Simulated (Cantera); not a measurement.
# Stirred combustor or abatement burner

A perfectly stirred reactor is fed with 6.74 % CH4, 4.59 % H2, 18.5 % O2, 70.1 % N2, at 8250 Torr; it is adiabatic with a 475 K inlet, and is followed from long to short residence time, starting on the burning branch (τ in s: 0.045, 0.018, 0.0069, 0.0027, 0.001, 0.0004, 0.00016, 6.1e-05, 2.4e-05).

Computed with Cantera and GRI-Mech 3.0 (53 species, 325 reactions).

```json
[
 {"τ (s)": "0.045", "T (K)": "2229", "x CH4": "1.05e-6", "x H2": "0.000478", "x O2": "0.0273", "x HCN": "1.13e-7", "x CH2O": "1.63e-7", "x CO": "0.000969"},
 {"τ (s)": "0.018", "T (K)": "2230", "x CH4": "2.53e-6", "x H2": "0.000505", "x O2": "0.0278", "x HCN": "1.59e-7", "x CH2O": "3.98e-7", "x CO": "0.00104"},
 {"τ (s)": "0.0069", "T (K)": "2228", "x CH4": "6.25e-6", "x H2": "0.000572", "x O2": "0.0281", "x HCN": "2.08e-7", "x CH2O": "9.93e-7", "x CO": "0.00123"},
 {"τ (s)": "0.0027", "T (K)": "2224", "x CH4": "1.44e-5", "x H2": "0.000721", "x O2": "0.0285", "x HCN": "2.71e-7", "x CH2O": "2.33e-6", "x CO": "0.00163"},
 {"τ (s)": "0.0010", "T (K)": "2213", "x CH4": "3.24e-5", "x H2": "0.00106", "x O2": "0.0291", "x HCN": "3.85e-7", "x CH2O": "5.35e-6", "x CO": "0.00254"},
 {"τ (s)": "0.00040", "T (K)": "2194", "x CH4": "6.48e-5", "x H2": "0.00163", "x O2": "0.0300", "x HCN": "5.59e-7", "x CH2O": "1.08e-5", "x CO": "0.00408"},
 {"τ (s)": "0.00016", "T (K)": "2163", "x CH4": "0.000128", "x H2": "0.00257", "x O2": "0.0317", "x HCN": "8.31e-7", "x CH2O": "2.09e-5", "x CO": "0.00664"},
 {"τ (s)": "6.1e-5", "T (K)": "2110", "x CH4": "0.000272", "x H2": "0.00409", "x O2": "0.0347", "x HCN": "1.27e-6", "x CH2O": "4.20e-5", "x CO": "0.0109"},
 {"τ (s)": "2.4e-5", "T (K)": "2030", "x CH4": "0.000656", "x H2": "0.00630", "x O2": "0.0401", "x HCN": "1.89e-6", "x CH2O": "8.90e-5", "x CO": "0.0178"}
]
```
x: mole fraction; the columns are a selection and need not sum to one.
